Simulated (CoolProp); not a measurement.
A closed Brayton cycle with carbon dioxide: compressor inlet 316.15 K and 8.3 MPa, high pressure 17.8 MPa, turbine inlet 990 K, compressor efficiency 0.89, turbine efficiency 0.9, recuperator effectiveness 0.8 (on enthalpy, no pinch check). Each further row changes one setting.

The numbers come from the reference Helmholtz-energy equation of state, Span 1996 in CoolProp.

```json
[
 {"case": "as stated", "thermal efficiency (%)": "29.1", "net work (kJ/kg)": "94.3", "compressor to turbine work": "0.24", "compressor exit (K)": "371.2", "turbine exit (K)": "886.6"},
 {"case": "turbine inlet 940 K", "thermal efficiency (%)": "28.6", "net work (kJ/kg)": "87.7", "compressor to turbine work": "0.25", "compressor exit (K)": "371.2", "turbine exit (K)": "840.2"},
 {"case": "compressor inlet 326.15 K", "thermal efficiency (%)": "28.8", "net work (kJ/kg)": "87.8", "compressor to turbine work": "0.29", "compressor exit (K)": "389.1", "turbine exit (K)": "886.6"},
 {"case": "high pressure 15.1 MPa", "thermal efficiency (%)": "25.5", "net work (kJ/kg)": "75.9", "compressor to turbine work": "0.23", "compressor exit (K)": "359.2", "turbine exit (K)": "908.4"},
 {"case": "recuperator effectiveness 0.5", "thermal efficiency (%)": "18.6", "net work (kJ/kg)": "94.3", "compressor to turbine work": "0.24", "compressor exit (K)": "371.2", "turbine exit (K)": "886.6"}
]
```
